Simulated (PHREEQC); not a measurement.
# Alkaline etch or developer (model solution)

A solution holds 0.008 mol/kgw LiOH, 0.00026 mol/kgw K2SiO3 and 0.0028 mol/kgw K2CO3, at 55 °C. Closed to the air; pH follows from the charge balance.

All values are PHREEQC results (ion-association model, wateq4f.dat), not measurements.

| Quantity | Value |
|---|---|
| pH | 11.02 |
| ionic strength | 0.0167 mol/kgw |
| total alkalinity | 14.1 meq/kg |

```json
[
 {"species": "OH-", "molality": "0.00849", "activity": "0.00738", "log γ": "-0.061"},
 {"species": "Li+", "molality": "0.00800", "activity": "0.00704", "log γ": "-0.055"},
 {"species": "K+", "molality": "0.00612", "activity": "0.00532", "log γ": "-0.060"},
 {"species": "CO3-2", "molality": "0.00256", "activity": "0.00152", "log γ": "-0.226"},
 {"species": "H3SiO4-", "molality": "0.000241", "activity": "0.000210", "log γ": "-0.060"},
 {"species": "HCO3-", "molality": "0.000238", "activity": "0.000209", "log γ": "-0.057"},
 {"species": "H2SiO4-2", "molality": "1.29e-5", "activity": "7.68e-6", "log γ": "-0.226"},
 {"species": "H4SiO4", "molality": "5.72e-6", "activity": "5.74e-6", "log γ": "0.002"},
 {"species": "CO2", "molality": "3.85e-9", "activity": "3.87e-9", "log γ": "0.002"}
]
```

This is a speciation only: nothing precipitates in the calculation. Constants without temperature data keep their 25 °C values here.
